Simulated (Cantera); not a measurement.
Input: 1 mol Al, 28 mol O₂, 30 mol H₂, at 1725 °C and 1.33 mbar.

Equilibrium computed with Cantera from the NASA thermochemical tables; the gas is ideal and each condensed phase is pure. Candidate condensed phases: Al, Al₂O₃, H₂O; 19 gas species. Rates play no part.

Base state: H₂O 0.669, O₂ 0.278, OH 0.0294, H₂ 0.00988, O 0.00952, H 0.00437 (mole fractions); condensed: Al₂O₃(s).

### Question
What changes in the equilibrium state with this change: pressure from 1.33 mbar to 59.0 Pa?

### Answer
```
species         before    after
-------------  -------  -------
H₂O              0.669    0.653
O₂               0.278    0.275
OH              0.0294   0.0356
O              0.00952   0.0142
H₂             0.00988   0.0146
H              0.00437  0.00799
Al₂O₃(s), mol    0.500    0.500
```

### Question
What changes in the equilibrium state with this change: temperature from 1725 °C to 1127 °C?

### Answer
```csv
species,before,after
H₂O,0.669,0.710
O₂,0.278,0.290
OH,0.0294,0.000465
H,0.00437,5.38e-7
O,0.00952,1.40e-5
"Al₂O₃(s), mol",0.500,0.500
```
